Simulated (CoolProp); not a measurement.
The fluid at 293.15 K and 2.67 MPa is compressed adiabatically to 9.88 MPa with isentropic efficiency 0.8. The same conditions are run with several fluids, on thermodynamics alone (safety and materials aside).

Computed with CoolProp (reference Helmholtz-energy equation of state of each fluid (hydrogen chloride: Thol 2018; nitrogen: Span 2000; oxygen: Schmidt 1985; nitrous oxide: Lemmon 2006; methane: Setzmann 1991)).

```json
[
 {"fluid": "hydrogen chloride", "work (kJ/kg)": "107", "final temperature (K)": "445.4", "final density (kg/m³)": "115"},
 {"fluid": "nitrogen", "work (kJ/kg)": "176", "final temperature (K)": "…", "final density (kg/m³)": "69.3"},
 {"fluid": "oxygen", "work (kJ/kg)": "…", "final temperature (K)": "455.9", "final density (kg/m³)": "82.0"},
 {"fluid": "nitrous oxide", "work (kJ/kg)": "85.6", "final temperature (K)": "412.2", "final density (kg/m³)": "…"},
 {"fluid": "methane", "work (kJ/kg)": "279", "final temperature (K)": "418.4", "final density (kg/m³)": "46.5"}
]
```

### Question
Fill in the missing entries.

### Answer

- nitrogen, final temperature (K): 460.4
- oxygen, work (kJ/kg): 150
- nitrous oxide, final density (kg/m³): 155

Above 300 K oxygen's equation is extrapolated.
